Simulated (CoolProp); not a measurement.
Vapour-liquid equilibrium of m-xylene (1) + n-nonane (2) at 1.34 MPa; x and y are mole fractions of (1).

Computed with CoolProp (multi-fluid Helmholtz-energy mixture model, Zhou 2012 and Lemmon 2006; pair parameters Bell 2016).

```
x      bubble temperature, mixture model (K)  bubble temperature, Raoult's law (K)  y, mixture model  y, Raoult's law
-----  -------------------------------------  ------------------------------------  ----------------  ---------------
0.05                                   555.5                                 556.2             0.061            0.060
0.125                                  553.5                                 555.1             0.148            0.148
0.2                                    551.7                                 554.0             0.231            0.233
0.275                                  550.1                                 552.9             0.311            0.316
0.35                                   548.7                                 551.9             0.388            0.396
0.425                                  547.4                                 550.8             0.461            0.474
0.5                                    546.3                                 549.8             0.532            0.550
0.575                                  545.4                                 548.8             0.602            0.623
0.65                                   544.6                                 547.8             0.671            0.694
0.725                                  544.0                                 546.8             0.739            0.763
0.8                                    543.6                                 545.8             0.808            0.830
0.875                                  543.3                                 544.9             0.878            0.896
0.95                                   543.2                                 543.9             0.950            0.959
```

The largest gap from Raoult's law is -3.5 K in bubble temperature, at x = 0.5. No azeotrope shows between x = 0.05 and 0.95.

Pair parameters are fitted to limited data, so mixtures are less certain than the pure fluids.
